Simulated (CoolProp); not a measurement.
Vapour-liquid equilibrium of dimethyl ether (1) + R227EA (2) at 0.0906 bar; x and y are mole fractions of (1).

Model: multi-fluid Helmholtz-energy mixture model, Wu 2011 and Lemmon 2016; pair parameters Bell 2016, in CoolProp.

Task: Give the bubble temperature and the first vapour's composition at x = 0.25, 0.45, 0.65. Is there an azeotrope?

Result: x = 0.25: 215.9 K, y = 0.205; x = 0.45: 214.7 K, y = 0.601; x = 0.65: 210.3 K, y = 0.867. y crosses x between x = 0.25 and 0.35: the model has an azeotrope there.

Pair parameters are fitted to limited data, so mixtures are less certain than the pure fluids.
